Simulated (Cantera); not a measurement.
Input (Python, Cantera) and output of one run.

```python
import numpy as np
import cantera as ct

gas_names = """
    CL CL2 H HCL H2 N NH NH2 NH3 N2 N2H2 N2H4 Si SiCL SiCL2 SiCL3 SiCL4 SiH SiHCL3 SiH2 SiH2CL2 SiH3
    SiH3CL SiH4 SiN Si2 Si2N Si3
""".split()
cond_names = """
    NH4CL(a) NH4CL(b) Si(cr) Si(L) Si3N4(a)
""".split()


# ... load() reads the species with a 1 bar reference pressure and builds the phases ...
atoms = {
    'SiH2Cl2': {'Si': 1, 'H': 2, 'CL': 2},
    'HCl': {'H': 1, 'CL': 1},
    'N2': {'N': 2},
}
top_T = {'Si3N4(a)': 2400}  # K; cautious upper limits of use, not melting points


# ... equilibrate(T, P, feed) seeds the gas with the atoms and calls Mixture.equilibrate('TP', solver="vcs", rtol=1e-11, max_steps=5000) ...
results = []
feed = {'SiH2Cl2': 1, 'HCl': 0.38, 'N2': 33}  # mol
T = 1575  # K
P = 950  # Pa
mix = equilibrate(T, P, feed)
results.append((T, P, feed, dict(zip(mix.species_names, mix.species_moles))))
print(gas.report(threshold=1e-05))
for i in range(1, mix.n_phases):
    print(f"{mix.phase(i).name:16s} {mix.phase_moles(i):12.5e} mol")
```

Result:

```
       temperature   1575 K
          pressure   950 Pa
           density   0.0021092 kg/m^3
  mean mol. weight   29.074 kg/kmol
   phase of matter   gas

                          1 kg             1 kmol
                     ---------------   ---------------
          enthalpy        1.2182e+06        3.5417e+07  J
   internal energy        7.6774e+05        2.2322e+07  J
           entropy            9834.9        2.8594e+05  J/K
    Gibbs function       -1.4272e+07       -4.1494e+08  J
 heat capacity c_p            1215.6             35342  J/K
 heat capacity c_v            929.62             27028  J/K

                      mass frac. Y      mole frac. X     chem. pot. / RT
                     ---------------   ---------------   ---------------
                CL        0.00010274         8.426e-05           -26.947
                 H        1.9524e-06        5.6315e-05           -13.726
               HCL          0.041195          0.032852           -40.672
                H2         0.0012096          0.017445           -27.451
                N2            0.8985            0.9325            -30.89
             SiCL2          0.055708          0.016363           -61.152
             SiCL3         0.0028879        0.00062456           -88.098
             SiCL4        0.00036453        6.2385e-05           -115.04
     [  +20 minor]        3.1255e-05        9.5571e-06

Si(cr)            0.00000e+00 mol
Si3N4(a)          1.33730e-01 mol
```

These are equilibrium values from Cantera (NASA tables, ideal gas, pure condensed phases), not measurements of a reactor. The tables' values for SiCl3 are old estimates; treat these amounts as uncertain.
